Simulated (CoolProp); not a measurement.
Properties of CH3F (R41) along the isobar 87.3 bar.

The numbers come from the reference Helmholtz-energy equation of state, Lemmon 2006 in CoolProp. It is a short technical equation, of lower accuracy than the large ones.

```
T (K)          phase       Z  cp (kJ/(kg K))  speed of sound (m/s)  Joule-Thomson coefficient (K/MPa)  fugacity coefficient
-----  -------------  ------  --------------  --------------------  ---------------------------------  --------------------
139.8         liquid  0.2571           2.084                  1414                            -0.3619             0.0001805
159.1         liquid  0.2341           2.049                  1319                            -0.3552              0.001227
178.4         liquid  0.2168           2.035                  1222                            -0.3386              0.005200
197.8         liquid  0.2038           2.040                  1122                            -0.3091               0.01597
217.1         liquid  0.1943           2.069                  1021                            -0.2625               0.03850
236.4         liquid  0.1878           2.125                 916.7                            -0.1916               0.07791
255.8         liquid  0.1843           2.219                 807.7                           -0.08217                0.1382
275.1         liquid  0.1842           2.373                 693.7                            0.09303                0.2198
294.4         liquid  0.1891           2.654                 570.7                             0.4071                0.3210
313.8         liquid  0.2049           3.349                 428.6                              1.132                0.4365
333.1  supercritical  0.2780           7.236                 257.0                              4.103                0.5521
352.4  supercritical  0.5020           4.160                 251.3                              7.204                0.6377
371.8  supercritical  0.6268           2.685                 276.3                              7.050                0.6980
391.1  supercritical  0.7045           2.209                 295.4                              6.464                0.7449
410.5  supercritical  0.7601           1.991                 311.3                              5.828                0.7831
```

The peak of cp marks the crossing from liquid-like to gas-like fluid above the critical point.
